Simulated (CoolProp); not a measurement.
Saturation properties of carbonyl sulfide.

The numbers come from the reference Helmholtz-energy equation of state, Lemmon 2006 in CoolProp. It is a short technical equation, of lower accuracy than the large ones.

| T (K) | p (kPa) | liquid density (kg/m³) | vapour density (kg/m³) | surface tension (mN/m) |
|---|---|---|---|---|
| 219.1 | 84.31 | 1183 | 2.852 | 21.5 |
| 227.1 | 122.1 | 1165 | 4.015 | 20.0 |
| 235.1 | 172.0 | 1148 | ___ | 18.5 |
| 243.1 | 236.2 | 1130 | ___ | 17.1 |
| 251.1 | 317.4 | ___ | 9.747 | 15.7 |
| 259.1 | 418.0 | 1093 | 12.62 | 14.3 |
| 267.1 | 540.9 | 1073 | 16.10 | 13.0 |
| 275.1 | 688.8 | ___ | 20.27 | 11.7 |
| 283.1 | 864.6 | 1032 | 25.24 | 10.5 |
| 291.1 | 1071 | 1010 | 31.13 | 9.25 |
| 299.1 | 1312 | ___ | 38.09 | 8.08 |
| 307.1 | 1589 | 963.4 | 46.29 | 6.96 |
| 315.1 | 1907 | 937.8 | 55.97 | 5.89 |

Question: Some entries are withheld; supply them.

Answer: 
- 235.1, vapour density (kg/m³): 5.513
- 243.1, vapour density (kg/m³): 7.402
- 251.1, liquid density (kg/m³): 1112
- 275.1, liquid density (kg/m³): 1053
- 299.1, liquid density (kg/m³): 987.5

It boils at 223.0 K under 1 atm.

Surface tension comes from a separate correlation (Mulero 2012).
